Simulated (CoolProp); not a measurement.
Oxygen along the isotherm 168.7 K: Z from the reference equation and from simpler models built on Tc = 154.6 K, pc = 50.46 bar, ω = 0.022; each cubic takes its own stable root.

Model: reference Helmholtz-energy equation of state, Schmidt 1985, in CoolProp.

```json
[
 {"p (bar)": "10.5", "phase": "gas", "reference": "0.9448", "van der Waals": "0.9480", "Redlich-Kwong": "0.9433", "Soave-Redlich-Kwong": "0.9435", "Peng-Robinson": "0.9364"},
 {"p (bar)": "21", "phase": "gas", "reference": "0.8851", "van der Waals": "0.8911", "Redlich-Kwong": "0.8827", "Soave-Redlich-Kwong": "0.8832", "Peng-Robinson": "0.8693"},
 {"p (bar)": "31.5", "phase": "gas", "reference": "0.8199", "van der Waals": "0.8273", "Redlich-Kwong": "0.8170", "Soave-Redlich-Kwong": "0.8179", "Peng-Robinson": "0.7978"},
 {"p (bar)": "42.1", "phase": "gas", "reference": "0.7463", "van der Waals": "0.7528", "Redlich-Kwong": "0.7438", "Soave-Redlich-Kwong": "0.7452", "Peng-Robinson": "0.7198"},
 {"p (bar)": "52.6", "phase": "supercritical", "reference": "0.6628", "van der Waals": "0.6624", "Redlich-Kwong": "0.6618", "Soave-Redlich-Kwong": "0.6641", "Peng-Robinson": "0.6345"},
 {"p (bar)": "63.1", "phase": "supercritical", "reference": "0.5644", "van der Waals": "0.5416", "Redlich-Kwong": "0.5676", "Soave-Redlich-Kwong": "0.5713", "Peng-Robinson": "0.5399"},
 {"p (bar)": "73.6", "phase": "supercritical", "reference": "0.4556", "van der Waals": "0.4361", "Redlich-Kwong": "0.4728", "Soave-Redlich-Kwong": "0.4779", "Peng-Robinson": "0.4478"},
 {"p (bar)": "84.1", "phase": "supercritical", "reference": "0.3890", "van der Waals": "0.4260", "Redlich-Kwong": "0.4242", "Soave-Redlich-Kwong": "0.4283", "Peng-Robinson": "0.3978"},
 {"p (bar)": "94.6", "phase": "supercritical", "reference": "0.3783", "van der Waals": "0.4421", "Redlich-Kwong": "0.4165", "Soave-Redlich-Kwong": "0.4195", "Peng-Robinson": "0.3867"},
 {"p (bar)": "105", "phase": "supercritical", "reference": "0.3874", "van der Waals": "0.4656", "Redlich-Kwong": "0.4245", "Soave-Redlich-Kwong": "0.4270", "Peng-Robinson": "0.3915"},
 {"p (bar)": "116", "phase": "supercritical", "reference": "0.4045", "van der Waals": "0.4936", "Redlich-Kwong": "0.4399", "Soave-Redlich-Kwong": "0.4420", "Peng-Robinson": "0.4038"},
 {"p (bar)": "126", "phase": "supercritical", "reference": "0.4230", "van der Waals": "0.5204", "Redlich-Kwong": "0.4568", "Soave-Redlich-Kwong": "0.4587", "Peng-Robinson": "0.4181"}
]
```
